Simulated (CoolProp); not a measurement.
Vapour-liquid equilibrium of CHF3 (R23) (1) + R152A (2) at 2.72 bar; x and y are mole fractions of (1).

Computed with CoolProp (multi-fluid Helmholtz-energy mixture model, Penoncello 2003 and Outcalt 1996; pair parameters Bell 2016).

### Question
Give the bubble temperature and the first vapour's composition at x = 0.425, 0.65, 0.8. Is there an azeotrope?

### Answer
x = 0.425: 230.5 K, y = 0.905; x = 0.65: 220.2 K, y = 0.967; x = 0.8: 215.2 K, y = 0.986. No azeotrope shows between x = 0.05 and 0.95.

Pair parameters are fitted to limited data, so mixtures are less certain than the pure fluids.
